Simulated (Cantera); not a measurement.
Feed: 1 mol V2O3, 24 mol H2, 19 mol N2, held at 1348.15 K and 0.000100 bar.

Method: chemical equilibrium by Gibbs-energy minimisation in Cantera with the NASA 1993 tables (ideal gas, pure condensed phases). Candidate condensed phases: H2O, V, VN, VO, V2O3, V2O4, V2O5; 28 gas species. Mutual solubility and eutectic melting of coexisting phases are not modelled. VO: taken at fixed stoichiometry. Condensed phases not in the tables: the oxides between V2O3 and V2O5 other than VO2. Equilibrium is a limit: real reactors are often held back by kinetics, nucleation or transport.

Base state: H2 0.557, N2 0.442, H2O 0.000794, H 0.000173 (mole fractions); condensed: VO(s) + V2O3(s).

**Question.** What changes in the equilibrium state with this change: temperature from 1348.15 K to 1398 K?

**Answer.** 
```tsv
species	before	after
H2	0.557	0.557
N2	0.442	0.442
H2O	0.000794	0.00111
H	0.000173	0.000353
VO(s), mol	0.0683	0.0951
V2O3(s), mol	0.966	0.952
```
